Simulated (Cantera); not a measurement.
**Low-pressure radical oxidation in H2/O2**

An isothermal, constant-pressure homogeneous reactor starts with 2.91 % H2, 97.1 % O2, at 1400 K and 2670 Pa.

Computed with Cantera and GRI-Mech 3.0 (53 species, 325 reactions). Radical loss at walls, strong at low pressure, is not modelled.

```csv
t (s),x H2,x O2,x H2O,x H2O2,x HO2,x OH,x O
0.000100,0.0291,0.971,1.73e-7,1.34e-10,1.32e-7,2.03e-7,2.36e-7
0.000215,0.0291,0.971,2.04e-6,5.86e-10,2.87e-7,1.55e-6,1.86e-6
0.000464,0.0290,0.971,0.000121,2.52e-9,7.56e-7,8.09e-5,9.76e-5
0.00100,0.00287,0.948,0.0219,1.20e-7,2.91e-6,0.00582,0.0186
0.00215,0.000303,0.945,0.0260,5.93e-8,2.27e-6,0.00359,0.0227
0.00464,0.000283,0.947,0.0262,5.84e-8,2.21e-6,0.00348,0.0212
0.0100,0.000248,0.950,0.0266,5.65e-8,2.09e-6,0.00326,0.0183
0.0215,0.000190,0.955,0.0272,5.24e-8,1.86e-6,0.00286,0.0138
0.0464,0.000116,0.961,0.0279,4.44e-8,1.46e-6,0.00224,0.00827
0.100,5.23e-5,0.966,0.0286,3.21e-8,9.39e-7,0.00151,0.00366
0.215,1.78e-5,0.969,0.0291,1.90e-8,4.70e-7,0.000883,0.00123
0.464,5.16e-6,0.970,0.0293,9.42e-9,1.93e-7,0.000477,0.000355
1.00,1.47e-6,0.970,0.0294,4.13e-9,7.99e-8,0.000254,0.000101
```
x: mole fraction; the columns are a selection and need not sum to one.

Equilibrium at this temperature and pressure: H2 8.35e-8, O2 0.970, H2O 0.0295, H2O2 5.31e-10, HO2 6.25e-8, OH 6.09e-5, O 5.75e-6 (gas phase only).
